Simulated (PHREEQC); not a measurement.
# Copper plating or etch bath (model solution)

Solution (25 °C): 5.1 mmol/kgw CuCl2, 120 mmol/kgw HCl and 6.5 mmol/kgw H3BO3. Closed to the air; pH follows from the charge balance.

Computed with PHREEQC (ion-association model, phreeqc.dat).

Each row changes one thing in this solution. No solid was allowed to form.

```
case                            pH  H2BO3- (mol/kgw)
----------------------------  ----  ----------------
as made                       1.01          5.16e-11
diluted 100-fold with water   2.94          3.38e-11
temperature from 25 to 55 °C  1.01          8.70e-11
diluted 5-fold with water     1.68          4.17e-11
CuCl2 left out                1.01          5.08e-11
temperature from 25 to 50 °C  1.01          8.02e-11
```

Constants without temperature data keep their 25 °C values here.
